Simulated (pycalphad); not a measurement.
Computed with pycalphad from the COST 507 light-alloy database (1999), at 1 atm. The data set is of 1999 and partly superseded. Amounts are mole fractions of atoms. Diffusion is slow at the low end, where real alloys seldom reach equilibrium.

**Question.** Give the equilibrium state of Ti-10.48Hf-3.95B (at.%) at 1297 °C.

**Answer.** 
```
T = 1570.00 K, P = 101325 Pa, N = 1 mol of atoms
G = -98982 J/mol, H = 36466 J/mol, S = 86.27 J/(mol K)  (SER reference)
chemical potentials (J/mol): Ti -89682, Hf -139357, B -193344
phase             fraction      x(Ti)      x(Hf)       x(B)
BCC_A2              0.9243     0.8858     0.1124     0.0018
BM                  0.0757     0.4881     0.0119     0.5000
```

**Question.** Give the equilibrium state of Ti-10.48Hf-3.95B (at.%) at 497 °C.

**Answer.** hcp, fraction 0.922, with 11.3 Hf, 0.04 B at.%; BM, fraction 0.078, with 0.41 Hf, 50.0 B at.%.

Database names, with the compositions (at.%) that they take in these runs: BM: Ti 49 B 50 Hf 0. BCC_A2 is bcc.
